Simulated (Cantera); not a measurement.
Premixed flame

A freely propagating, adiabatic, planar premixed flame of 8.02 % CH₄, 18.7 % O₂, 70.1 % N₂, 2.89 % CO₂, 0.257 % H₂O, unburnt at 400 K and 7.80 bar; mixture-averaged transport, grid criteria slope 0.08 and curve 0.16, no radiation.

Cantera simulation using GRI-Mech 3.0 (53 species, 325 reactions); the numbers are that mechanism's predictions, not measurements. Burning velocities carry a grid error of a few per cent, more on coarse grids.

| z (mm) | T (K) | u (m/s) | x CH₄ | x O₂ | x CO₂ | x C₂H | x N₂O | x C₂H₆ |
|---|---|---|---|---|---|---|---|---|
| -0.416 | 401 | 0.166 | 0.0802 | 0.187 | 0.0289 | <1e-8 | <1e-8 | 3.80e-8 |
| -0.277 | 408 | 0.169 | 0.0796 | 0.186 | 0.0289 | <1e-8 | <1e-8 | 7.53e-7 |
| -0.208 | 434 | 0.180 | 0.0780 | 0.184 | 0.0290 | <1e-8 | <1e-8 | 4.77e-6 |
| -0.139 | 566 | 0.235 | 0.0703 | 0.174 | 0.0307 | <1e-8 | 3.04e-8 | 4.39e-5 |
| -0.0693 | 1031 | 0.432 | 0.0441 | 0.132 | 0.0417 | <1e-8 | 2.00e-7 | 0.000309 |
| -0.0346 | 1421 | 0.597 | 0.0219 | 0.0927 | 0.0554 | <1e-8 | 4.08e-7 | 0.000462 |
| 0 | 1799 | 0.755 | 0.00288 | 0.0518 | 0.0756 | 5.39e-8 | 7.28e-7 | 3.65e-5 |
| 0.0346 | 1951 | 0.814 | 3.50e-5 | 0.0354 | 0.0922 | <1e-8 | 1.12e-6 | <1e-8 |
| 0.0693 | 2010 | 0.835 | 3.09e-7 | 0.0312 | 0.0996 | <1e-8 | 1.29e-6 | <1e-8 |
| 0.139 | 2059 | 0.853 | <1e-8 | 0.0286 | 0.104 | <1e-8 | 1.18e-6 | <1e-8 |
| 0.277 | 2085 | 0.863 | <1e-8 | 0.0274 | 0.107 | <1e-8 | 7.68e-7 | <1e-8 |
| 0.554 | 2093 | 0.866 | <1e-8 | 0.0270 | 0.108 | <1e-8 | 5.16e-7 | <1e-8 |
| 1.11 | 2094 | 0.866 | <1e-8 | 0.0270 | 0.108 | <1e-8 | 4.82e-7 | <1e-8 |
x: mole fraction of selected species; z is measured from the peak of heat release.

```yaml
laminar_burning_velocity: 16.5 cm/s
thermal_thickness: 0.139 mm
peak x(C₂H): 6.33e-8
peak x(C₂H₆): 0.000471
grid_points: 141
```
